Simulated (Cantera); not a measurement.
Feed: 1 mol Pb, 0.068 mol H2, a varied amount of N2, at 1375 K and 133 Pa.

Method: chemical equilibrium by Gibbs-energy minimisation in Cantera with the NASA 1993 tables (ideal gas, pure condensed phases). Candidate condensed phases: Pb; 11 gas species. The numbers say what is thermodynamically allowed, not how fast it happens.

x: gas mole fraction; nothing condenses.

```
n(N2) (mol)   x N2    x Pb  x H2      x H    x Pb2
-----------  -----  ------  ----  -------  -------
6            0.849   0.141   ___  9.20e-6  7.12e-7
20           0.949  0.0475   ___  5.33e-6  8.01e-8
35           0.970  0.0277   ___  4.07e-6  2.73e-8
49           0.979  0.0200   ___  3.46e-6  1.42e-8
63           0.983  0.0156   ___  3.06e-6  8.66e-9
77           0.986  0.0128   ___  2.77e-6  5.83e-9
92           0.989  0.0107   ___  2.53e-6  4.11e-9
```

Question: Some entries are withheld; supply them.

Answer: 
- 6, x H2: 0.00962
- 20, x H2: 0.00322
- 35, x H2: 0.00188
- 49, x H2: 0.00136
- 63, x H2: 0.00106
- 77, x H2: 0.000870
- 92, x H2: 0.000729
